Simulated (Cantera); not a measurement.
Charge: 1 mol Pb, 0.077 mol H2, 0.13 mol N2, held at 375 °C and 1 atm.

Method: chemical equilibrium by Gibbs-energy minimisation in Cantera with the NASA 1993 tables (ideal gas, pure condensed phases). Candidate condensed phases: Pb; 11 gas species. Kinetics and transport are ignored.

Base state: N2 0.628, H2 0.368, NH3 0.00345 (mole fractions); condensed: Pb(l).

Q: What changes in the equilibrium state with this change: temperature from 375 °C to 502 °C?

A: 
```json
[
 {"species": "N2", "before": "0.628", "after": "0.628"},
 {"species": "H2", "before": "0.368", "after": "0.371"},
 {"species": "NH3", "before": "0.00345", "after": "0.000704"},
 {"species": "Pb(l), mol", "before": "1.00", "after": "1.00"}
]
```
